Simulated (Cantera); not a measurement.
An isothermal, constant-pressure homogeneous reactor starts with CH₄ : N₂ = 1 : 22 (molar parts), at 1825 K and 1.00 bar. Integrator tolerance rtol = 1e-08.

Model: GRI-Mech 3.0 (53 species, 325 reactions), integrated in Cantera. GRI-Mech 3.0 stops at C3 and has no aromatics, soot or wall deposition, so with more carbon than oxygen in the feed, carbon stays in small species such as C2H2 where larger ones or solid carbon would form.

### Question
What does this change do: N2 22 to 12 parts?

### Answer
```tsv
quantity	before	after
x(CH₄) at 10.0 s	0.000106 (gas-phase equilibrium 4.39e-5)	0.000314 (gas-phase equilibrium 0.000158)
x(CH₂) at 10.0 s	7.72e-9 (gas-phase equilibrium 3.19e-9)	1.34e-8 (gas-phase equilibrium 6.71e-9)
x(CH₃) at 10.0 s	3.79e-6 (gas-phase equilibrium 1.57e-6)	8.57e-6 (gas-phase equilibrium 4.30e-6)
x(C₂H₆) at 10.0 s	1.75e-9 (gas-phase equilibrium 2.98e-10)	8.92e-9 (gas-phase equilibrium 2.25e-9)
x(C₂H₄) at 10.0 s	2.53e-5 (gas-phase equilibrium 4.20e-6)	7.40e-5 (gas-phase equilibrium 1.85e-5)
```

### Question
What does this change do: temperature 1825 to 1650 K?

### Answer
```json
[
 {"quantity": "x(CH₄) at 10.0 s", "before": "0.000106 (gas-phase equilibrium 4.39e-5)", "after": "0.000430 (gas-phase equilibrium 0.000191)"},
 {"quantity": "x(CH₂) at 10.0 s", "before": "7.72e-9 (gas-phase equilibrium 3.19e-9)", "after": "1.16e-9 (gas-phase equilibrium 5.14e-10)"},
 {"quantity": "x(CH₃) at 10.0 s", "before": "3.79e-6 (gas-phase equilibrium 1.57e-6)", "after": "3.22e-6 (gas-phase equilibrium 1.42e-6)"},
 {"quantity": "x(C₂H₆) at 10.0 s", "before": "1.75e-9 (gas-phase equilibrium 2.98e-10)", "after": "1.74e-8 (gas-phase equilibrium 3.42e-9)"},
 {"quantity": "x(C₂H₄) at 10.0 s", "before": "2.53e-5 (gas-phase equilibrium 4.20e-6)", "after": "9.15e-5 (gas-phase equilibrium 1.79e-5)"}
]
```
